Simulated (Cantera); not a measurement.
A closed system holds: 1 mol SiH₂Cl₂, 0.12 mol O₃, 4.7 mol N₂, held at 20.0 mbar.

These are equilibrium values from Cantera (NASA tables, ideal gas, pure condensed phases), not measurements of a reactor. Candidate condensed phases: H₂O, NH₄Cl, Si, SiO₂, Si₂N₂O, Si₃N₄; 47 gas species. N₂ is the only nitrogen source here; it is nearly inert below about 1500 K, so the nitride shown seldom forms there in practice. Mutual solubility and eutectic melting of coexisting phases are not modelled. Equilibrium is a limit: real reactors are often held back by kinetics, nucleation or transport.

### Question
Which condensed phases are stable at each of these points (T (K)): 798, 898, 998, 1098, 1198, 1298, 1398, 1498, 1598, 1698, 1798, 1898, 1998?

### Answer
| T (K) | condensed phases | Si condensed (%) |
|---|---|---|
| 798 | Si₂N₂O(s) + Si₃N₄(s) | 75.9 |
| 898 | Si₂N₂O(s) + Si₃N₄(s) | 78.0 |
| 998 | Si₂N₂O(s) + Si₃N₄(s) | 79.6 |
| 1098 | Si₂N₂O(s) + Si₃N₄(s) | 80.8 |
| 1198 | Si₂N₂O(s) + Si₃N₄(s) | 81.5 |
| 1298 | Si₂N₂O(s) + Si₃N₄(s) | 81.1 |
| 1398 | Si₂N₂O(s) + Si₃N₄(s) | 77.2 |
| 1498 | Si₂N₂O(s) | 72.0 |
| 1598 | Si₂N₂O(s) | 71.1 |
| 1698 | Si₂N₂O(s) | 54.4 |
| 1798 | Si₂N₂O(s) | 5.1 |
| 1898 | gas only | 0.0 |
| 1998 | gas only | 0.0 |

From 798 K to 1398 K the condensed part is Si₂N₂O(s) + Si₃N₄(s). From 1498 K to 1798 K the condensed part is Si₂N₂O(s). From 1898 K to 1998 K nothing is condensed.
